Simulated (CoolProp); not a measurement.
A simple Rankine cycle with R1336mzz(Z): condensing at 317.15 K, boiler at 0.686 MPa, turbine inlet 499 K, turbine efficiency 0.9, pump efficiency 0.7, no recuperator. Each further row changes one setting.

Model: reference Helmholtz-energy equation of state, McLinden 2020, in CoolProp.

```json
[
 {"case": "as stated", "thermal efficiency (%)": "?", "net work (kJ/kg)": "32.1", "heat in (kJ/kg)": "342", "turbine exit temperature (K)": "465.5", "volume ratio over the turbine": "4.55"},
 {"case": "condensing temperature 309.15 K", "thermal efficiency (%)": "?", "net work (kJ/kg)": "37.8", "heat in (kJ/kg)": "?", "turbine exit temperature (K)": "?", "volume ratio over the turbine": "5.95"},
 {"case": "boiler pressure 0.48 MPa", "thermal efficiency (%)": "7.3", "net work (kJ/kg)": "?", "heat in (kJ/kg)": "?", "turbine exit temperature (K)": "473.6", "volume ratio over the turbine": "?"},
 {"case": "turbine efficiency 0.8", "thermal efficiency (%)": "8.3", "net work (kJ/kg)": "?", "heat in (kJ/kg)": "342", "turbine exit temperature (K)": "468.9", "volume ratio over the turbine": "4.58"}
]
```

Problem. What belongs in the gaps?

Solution. 
- as stated, thermal efficiency (%): 9.4
- condensing temperature 309.15 K, thermal efficiency (%): 10.8
- condensing temperature 309.15 K, heat in (kJ/kg): 352
- condensing temperature 309.15 K, turbine exit temperature (K): 459.9
- boiler pressure 0.48 MPa, net work (kJ/kg): 25.2
- boiler pressure 0.48 MPa, heat in (kJ/kg): 344
- boiler pressure 0.48 MPa, volume ratio over the turbine: 3.18
- turbine efficiency 0.8, net work (kJ/kg): 28.5
